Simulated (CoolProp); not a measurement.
R227EA along the isobar 65.9 bar: density (kg/m³) from the reference equation and from simpler models built on Tc = 101.8 °C, pc = 29.25 bar, ω = 0.358; each cubic takes its own stable root.

Values from CoolProp's reference Helmholtz-energy equation of state, Lemmon 2016.

```
T (°C)          phase  reference
------  -------------  ---------
24.35          liquid       1433
39.15          liquid       1378
53.95          liquid       1319
68.75          liquid       1254
83.55          liquid       1182
98.35          liquid       1100
113.15  supercritical       1001
127.85  supercritical      881.8
142.65  supercritical      741.7
157.45  supercritical      609.5
172.25  supercritical      513.8
187.05  supercritical      448.8
201.85  supercritical      402.6
```

Question: How far does each simpler model (van der Waals, Redlich-Kwong, Soave-Redlich-Kwong, Peng-Robinson) lie from the reference over these 13 states: mean and median of the absolute difference, and the worst?

Answer: 
- van der Waals: mean 23.2 %, median 26.4 %, worst -36.0 % at 24.35 °C and 65.9 bar
- Redlich-Kwong: mean 9.6 %, median 11.6 %, worst -12.7 % at 83.55 °C and 65.9 bar
- Soave-Redlich-Kwong: mean 10.2 %, median 9.6 %, worst -14.4 % at 127.85 °C and 65.9 bar
- Peng-Robinson: mean 3.4 %, median 3.2 %, worst -7.0 % at 142.65 °C and 65.9 bar
